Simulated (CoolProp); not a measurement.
Vapour-liquid equilibrium of cyclohexane (1) + dimethyl carbonate (2) at 14 kPa; x and y are mole fractions of (1).

Values from CoolProp's multi-fluid Helmholtz-energy mixture model, Zhou 2014 and Zhou 2011; pair parameters Bell 2016.

```csv
x,"bubble temperature, mixture model (°C)","bubble temperature, Raoult's law (°C)","y, mixture model","y, Raoult's law"
0.05,31.6,37.8,0.309,0.080
0.15,25.0,36.4,0.539,0.228
0.25,22.6,35.1,0.614,0.360
0.35,21.8,33.8,0.642,0.478
0.45,21.5,32.6,0.652,0.583
0.55,21.5,31.4,0.656,0.678
0.65,21.4,30.3,0.662,0.763
0.75,21.5,29.2,0.679,0.840
0.85,22.0,28.1,0.725,0.909
0.95,24.1,27.1,0.854,0.971
```

The largest gap from Raoult's law is -12.5 K in bubble temperature, at x = 0.25. y crosses x between x = 0.65 and 0.75: the model has an azeotrope there.

The pair parameters rest on a limited set of measurements; away from them the model extrapolates.
